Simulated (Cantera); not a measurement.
Input (Python, Cantera) and output of one run.

```python
import numpy as np
import cantera as ct

gas_names = """
    Electron C C+ C- CH CH+ CH2 CH3 CH2OH CH3O CH4 CH3OH CN CN+ CN- CO CO+ CO2 CO2+ COOH C2 C2+ C2- C2H
    CHCO,ketyl C2H2,acetylene C2H2,vinylidene CH2CO,ketene C2H3,vinyl CH3CN CH3CO,acetyl C2H4
    C2H4O,ethylen CH3CHO,ethanal CH3COOH (HCOOH)2 C2H5 C2H6 CH3OCH3 C2H5OH CCN CNC C2N2 C2O C3
    C3H3,propargyl C3H4,allene C3H4,propyne C3H4,cyclo- C3H5,allyl C3H6,propylene C3H6,cyclo- C3H6O
    C3H7,n-propyl C3H7,i-propyl C3H8 C3H8O,1propanol C3H8O,2propanol C3O2 C4 C4H2 C4H4,1,3-cyclo-
    C4H6,butadiene C4H6,2-butyne C4H6,cyclo- C4H8,1-butene C4H8,cis2-buten C4H8,tr2-butene
    C4H8,isobutene C4H8,cyclo- (CH3COOH)2 C4H9,n-butyl C4H9,i-butyl C4H9,s-butyl C4H9,t-butyl
    C4H10,isobutane C4H10,n-butane C4N2 C5 C5H6,1,3cyclo- C5H8,cyclo- C5H10,1-pentene C5H10,cyclo-
    C5H11,pentyl C5H11,t-pentyl C5H12,n-pentane C5H12,i-pentane CH3C(CH3)2CH3 C6H2 C6H5,phenyl
    C6H5O,phenoxy C6H6 C6H5OH,phenol C6H10,cyclo- C6H12,1-hexene C6H12,cyclo- C6H13,n-hexyl C7H7,benzyl
    C7H8 C7H8O,cresol C7H14,1-heptene C7H15,n-heptyl C7H16,n-heptane C8H8,styrene C8H10,ethylbenz
    C8H16,1-octene C8H17,n-octyl C8H18,isooctane C8H18,n-octane C9H19,n-nonyl C10H8,naphthale
    C10H21,n-decyl C12H9,o-bipheny C12H10,bipheny H H+ H- HCN HCO HCO+ HCCN HNC HNCO HNO HNO2 HNO3 HO2
    H2 H2+ H2- HCHO,formaldehy HCOOH H2O H2O+ H2O2 H3O+ N N+ N- NCO NH NH+ NH2 NH3 NH2OH NH4+ NO NO+ NO2
    NO2- NO3 NO3- N2 N2+ N2- N2H2 N2H4 N2O N2O+ O O+ O- OH OH+ OH- O2 O2+ O2- O3
""".split()
cond_names = """
    C(gr) C6H6(L) C7H8(L) C8H18(L),n-octa H2O(s) H2O(L)
""".split()


def load(file, names, dense=False):
    # The tables refer to 1 bar. Condensed volumes are neglected.
    table = {s.name: s for s in ct.Species.list_from_file(file)}
    out = []
    for n in names:
        d = dict(table[n].input_data)
        d["thermo"] = dict(d["thermo"], **{"reference-pressure": 1e5})
        if dense:
            d["equation-of-state"] = {"model": "constant-volume", "density": "1e6 g/cm^3"}
        out.append(ct.Species.from_dict(d))
    return out


gas = ct.Solution(thermo="ideal-gas", species=load("nasa_gas.yaml", gas_names))
cond = {s.name: ct.Solution(thermo="fixed-stoichiometry", species=[s], name=s.name)
        for s in load("nasa_condensed.yaml", cond_names, dense=True)}
atoms = {
    'CO': {'C': 1, 'O': 1},
    'NH3': {'N': 1, 'H': 3},
    'N2': {'N': 2},
}
top_T = {'C(gr)': 4500}  # K; cautious upper limits of use, not melting points


def equilibrate(T, P, feed):
    n = {}
    for name, mol in feed.items():
        for a, k in atoms[name].items():
            n[a] = n.get(a, 0.0) + k * mol
    gas.TPX = T, P, n
    mass = sum(n.values()) * gas.mean_molecular_weight
    gas.equilibrate("TP")
    valid = [c for c in cond.values() if c.min_temp <= T <= top_T.get(c.name, c.max_temp)]
    mix = ct.Mixture([(gas, mass / gas.mean_molecular_weight)] + [(c, 0.0) for c in valid])
    mix.T, mix.P = T, P
    mix.equilibrate("TP", solver="vcs", rtol=1e-11, max_steps=5000)
    return mix


results = []
feed = {'CO': 1, 'NH3': 1.3, 'N2': 19}  # mol
P = 100000  # Pa
for T in [2500, 2750, 3000, 3250, 3500, 3750, 4000, 4250, 4500, 4750, 5000]:
    mix = equilibrate(T, P, feed)
    results.append((T, P, feed, dict(zip(mix.species_names, mix.species_moles))))
    x = sorted(zip(gas.X, gas.species_names), reverse=True)
    print(f"T = {T:g} K  P = {P:g} Pa  gas = {mix.phase_moles(0):.4g} mol")
    print("   x: " + "  ".join(f"{s} {v:.3e}" for v, s in x if v > 1e-05))
    print("   condensed (mol): " + ("  ".join(f"{mix.phase(i).name} {mix.phase_moles(i):.4g}"
          for i in range(1, mix.n_phases) if mix.phase_moles(i) > 1e-12) or "none"))
```

Output:

```
T = 2500 K  P = 100000 Pa  gas = 22.68 mol
   x: N2 8.663e-01  H2 8.230e-02  CO 4.404e-02  H 7.213e-03  H2O 4.106e-05  HCN 4.058e-05
   condensed (mol): none
T = 2750 K  P = 100000 Pa  gas = 22.81 mol
   x: N2 8.613e-01  H2 7.598e-02  CO 4.378e-02  H 1.886e-02  HCN 3.856e-05  H2O 3.831e-05
   condensed (mol): none
T = 3000 K  P = 100000 Pa  gas = 23.06 mol
   x: N2 8.520e-01  H2 6.445e-02  CO 4.331e-02  H 4.009e-02  HCN 3.648e-05  H2O 3.153e-05  N 1.285e-05
   condensed (mol): none
T = 3250 K  P = 100000 Pa  gas = 23.42 mol
   x: N2 8.388e-01  H 7.035e-02  H2 4.802e-02  CO 4.264e-02  N 5.653e-05  HCN 3.584e-05  H2O 2.049e-05  OH 1.190e-05  O 1.039e-05
   condensed (mol): none
T = 3500 K  P = 100000 Pa  gas = 23.83 mol
   x: N2 8.245e-01  H 1.029e-01  CO 4.190e-02  H2 3.035e-02  N 2.012e-04  HCN 3.717e-05  O 3.035e-05  CN 1.949e-05  OH 1.537e-05  NO 1.103e-05
   condensed (mol): none
T = 3750 K  P = 100000 Pa  gas = 24.16 mol
   x: N2 8.130e-01  H 1.285e-01  CO 4.128e-02  H2 1.643e-02  N 6.055e-04  O 7.152e-05  CN 5.284e-05  HCN 3.719e-05  NO 1.759e-05  OH 1.600e-05  NH 1.387e-05  HNC 1.123e-05
   condensed (mol): none
T = 4000 K  P = 100000 Pa  gas = 24.37 mol
   x: N2 8.053e-01  H 1.437e-01  CO 4.083e-02  H2 8.125e-03  N 1.593e-03  O 1.573e-04  CN 1.227e-04  C 3.552e-05  HCN 3.318e-05  NO 2.754e-05  NH 1.996e-05  OH 1.584e-05  HNC 1.126e-05
   condensed (mol): none
T = 4250 K  P = 100000 Pa  gas = 24.5 mol
   x: N2 7.999e-01  H 1.512e-01  CO 4.041e-02  H2 3.963e-03  N 3.747e-03  O 3.360e-04  CN 2.433e-04  C 1.157e-04  NO 4.355e-05  HCN 2.693e-05  NH 2.627e-05  OH 1.591e-05  HNC 1.011e-05
   condensed (mol): none
T = 4500 K  P = 100000 Pa  gas = 24.61 mol
   x: N2 7.941e-01  H 1.544e-01  CO 3.986e-02  N 8.021e-03  H2 1.994e-03  O 6.888e-04  CN 4.276e-04  C 3.158e-04  NO 6.825e-05  NH 3.274e-05  HCN 2.087e-05  OH 1.626e-05
   condensed (mol): none
T = 4750 K  P = 100000 Pa  gas = 24.74 mol
   x: N2 7.858e-01  H 1.554e-01  CO 3.895e-02  N 1.584e-02  O 1.340e-03  H2 1.052e-03  C 7.512e-04  CN 6.857e-04  NO 1.042e-04  NH 3.934e-05  OH 1.675e-05  HCN 1.586e-05
   condensed (mol): none
T = 5000 K  P = 100000 Pa  gas = 24.95 mol
   x: N2 7.724e-01  H 1.551e-01  CO 3.744e-02  N 2.914e-02  O 2.465e-03  C 1.596e-03  CN 1.019e-03  H2 5.814e-04  NO 1.532e-04  NH 4.590e-05  OH 1.721e-05  HCN 1.192e-05
   condensed (mol): none
```

Equilibrium computed with Cantera from the NASA thermochemical tables; the gas is ideal and each condensed phase is pure.
